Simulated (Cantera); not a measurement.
A perfectly stirred reactor is fed with NO : N₂ = 1 : 4.3 (molar parts), at 100.0 Torr; it is held at 1900 K, and followed from long to short residence time.

Computed with Cantera and GRI-Mech 3.0 (53 species, 325 reactions).

| quantity | before | after |
|---|---|---|
| x(NO) at τ = 4.50 s | 0.154 | 0.224 |
| x(N₂) at τ = 4.50 s | 0.828 | 0.741 |
| x(NO₂) at τ = 4.50 s | 3.42e-5 | 6.97e-5 |
| x(O₂) at τ = 4.50 s | 0.0171 | 0.0350 |
| x(N₂O) at τ = 4.50 s | 9.70e-6 | 1.97e-5 |
| x(NO) at τ = 19.0 ms | 0.189 | 0.294 |
| x(N₂) at τ = 19.0 ms | 0.811 | 0.706 |
| x(NO₂) at τ = 19.0 ms | 1.02e-5 | 2.22e-5 |
| x(O₂) at τ = 19.0 ms | 3.53e-5 | 0.000100 |
| x(N₂O) at τ = 19.0 ms | 1.17e-5 | 2.81e-5 |

Task: Name the change that produced these shifts.
A. N2 4.3 to 2.4 parts
B. pressure from 100.0 Torr to 21.8 Torr
C. pressure from 100.0 Torr to 1.00 bar
D. N2 4.3 to 6.3 parts

Result: A, N2 4.3 to 2.4 parts
